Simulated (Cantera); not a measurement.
**Si + H₂ + Cl₂ (chlorosilane synthesis and conversion)**

Charge: 1 mol Si, 2 mol H₂, 2.1 mol Cl₂, held at 798 K and 100 Torr.

These are equilibrium values from Cantera (NASA tables, ideal gas, pure condensed phases), not measurements of a reactor. Candidate condensed phases: Si; 19 gas species. Kinetics and transport are ignored.

| Quantity | Result |
|---|---|
| x(H₂) | 0.610 |
| x(SiCl₄) | 0.320 |
| x(HCl) | 0.0671 |
| x(SiHCl₃) | 0.00256 |
| x(SiCl₃) | 5.98e-6 |
| x(SiH₂Cl₂) | 1.65e-6 |
| gas amount | 3.100 mol |
| log10 activity of Si(s) (absent) | -5.77 |
